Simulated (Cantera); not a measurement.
An adiabatic, constant-pressure homogeneous reactor starts with CH4 : C2H6 : C3H8 : O2 : N2 : CO2 = 1 : 0.27 : 0.21 : 7.83 : 46.2 : 7.8 (molar parts), equivalence ratio 0.51, at 1575 K and 0.920 bar. Integrator tolerance rtol = 1e-08.

Model: GRI-Mech 3.0 (53 species, 325 reactions), integrated in Cantera.

Question: What does this change do: pressure from 0.920 bar to 1.01 bar?

Answer: 
```tsv
quantity	before	after
time of steepest temperature rise	82.8 µs	77.3 µs
temperature at 2.00 s	2158 K	2159 K
equilibrium temperature	2158 K	2159 K
x(CH4) at 2.00 s	<1e-12 (gas-phase equilibrium <1e-12)	<1e-12 (gas-phase equilibrium <1e-12)
x(C2H6) at 2.00 s	<1e-12 (gas-phase equilibrium <1e-12)	<1e-12 (gas-phase equilibrium <1e-12)
x(C3H8) at 2.00 s	<1e-12 (gas-phase equilibrium <1e-12)	<1e-12 (gas-phase equilibrium <1e-12)
x(OH) at 2.00 s	0.00233 (gas-phase equilibrium 0.00233)	0.00228 (gas-phase equilibrium 0.00228)
x(C2H4) at 2.00 s	<1e-12 (gas-phase equilibrium <1e-12)	<1e-12 (gas-phase equilibrium <1e-12)
```

Question: What does this change do: 2.6 parts H2O added?

Answer: 
```
quantity                                                            before                                    after
---------------------------------  ---------------------------------------  ---------------------------------------
time of steepest temperature rise                                  82.8 µs                                  82.2 µs
temperature at 2.00 s                                               2158 K                                   2132 K
equilibrium temperature                                             2158 K                                   2132 K
x(CH4) at 2.00 s                     <1e-12 (gas-phase equilibrium <1e-12)    <1e-12 (gas-phase equilibrium <1e-12)
x(C2H6) at 2.00 s                    <1e-12 (gas-phase equilibrium <1e-12)    <1e-12 (gas-phase equilibrium <1e-12)
x(C3H8) at 2.00 s                    <1e-12 (gas-phase equilibrium <1e-12)    <1e-12 (gas-phase equilibrium <1e-12)
x(OH) at 2.00 s                    0.00233 (gas-phase equilibrium 0.00233)  0.00266 (gas-phase equilibrium 0.00265)
x(C2H4) at 2.00 s                    <1e-12 (gas-phase equilibrium <1e-12)    <1e-12 (gas-phase equilibrium <1e-12)
```
